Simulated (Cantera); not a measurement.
What does this Cantera script print?

```python
import numpy as np
import cantera as ct

gas = ct.Solution("gri30.yaml")
gas.TPX = 425, 790000, {'CH4': 1, 'O2': 1.33, 'N2': 5.01}
flame = ct.FreeFlame(gas, width=0.0094)
flame.set_refine_criteria(ratio=3, slope=0.08, curve=0.16)
flame.transport_model = "mixture-averaged"
flame.solve(loglevel=0, auto=True)
z, T = flame.grid, flame.T
thick = (T[-1] - T[0]) / np.gradient(T, z).max()
show = ['CH4', 'O2', 'H2O2', 'N2O', 'NO', 'C2H2']
print(f"laminar burning velocity  {flame.velocity[0] * 100:.3f} cm/s")
print(f"burnt temperature         {T[-1]:.1f} K")
print(f"thermal thickness         {thick * 1e3:.4f} mm")
print(f"grid points               {len(z)}")
z0 = z[flame.heat_release_rate.argmax()]
print(f"{'z/mm':>9s}{'T/K':>9s}{'u/(m/s)':>9s}" + "".join(f"{s:>11s}" for s in show))
rows = []
for k in (-3, -2, -1.5, -1, -0.5, -0.25, 0, 0.25, 0.5, 1, 2, 4, 8):
    zz = z0 + k * thick
    rows.append([k * thick, np.interp(zz, z, T), np.interp(zz, z, flame.velocity),
                 *(np.interp(zz, z, flame.X[gas.species_index(s)]) for s in show)])
    print(f"{rows[-1][0] * 1e3:9.3f}{rows[-1][1]:9.1f}{rows[-1][2]:9.3f}" + "".join(f"{x:11.3e}" for x in rows[-1][3:]))
```

Output:

```
laminar burning velocity  11.328 cm/s
burnt temperature         1992.7 K
thermal thickness         0.2324 mm
grid points               117
     z/mm      T/K  u/(m/s)        CH4         O2       H2O2        N2O         NO       C2H2
   -0.697    426.4    0.114  1.356e-01  1.805e-01  1.274e-07  8.221e-12  6.724e-12  2.297e-07
   -0.465    434.9    0.117  1.342e-01  1.791e-01  9.841e-07  8.734e-11  5.755e-11  2.262e-06
   -0.349    466.4    0.126  1.310e-01  1.760e-01  4.594e-06  5.589e-10  3.388e-10  1.345e-05
   -0.232    610.7    0.167  1.194e-01  1.636e-01  2.350e-05  4.461e-09  4.516e-09  9.757e-05
   -0.116   1083.4    0.303  8.247e-02  1.161e-01  7.076e-05  3.007e-08  1.326e-07  5.985e-04
   -0.058   1460.4    0.414  5.113e-02  7.208e-02  1.265e-05  6.186e-08  4.375e-07  1.276e-03
    0.000   1794.9    0.514  2.294e-02  2.934e-02  2.274e-06  7.638e-08  8.161e-07  2.922e-03
    0.058   1950.5    0.560  1.104e-02  9.041e-03  6.390e-07  4.034e-08  1.279e-06  4.396e-03
    0.116   1998.4    0.575  7.450e-03  3.044e-03  1.742e-07  1.549e-08  1.612e-06  4.713e-03
    0.232   2016.5    0.580  5.113e-03  5.202e-04  2.325e-08  2.959e-09  1.951e-06  4.652e-03
    0.465   2014.1    0.581  3.434e-03  2.795e-05  1.416e-09  6.933e-10  2.364e-06  4.166e-03
    0.930   2007.0    0.580  2.228e-03  2.662e-07  2.625e-10  5.338e-10  3.072e-06  3.061e-03
    1.859   2000.2    0.581  1.354e-03  4.872e-08  2.117e-10  5.215e-10  4.241e-06  1.599e-03
```

Computed with Cantera and GRI-Mech 3.0 (53 species, 325 reactions). Burning velocities carry a grid error of a few per cent, more on coarse grids.
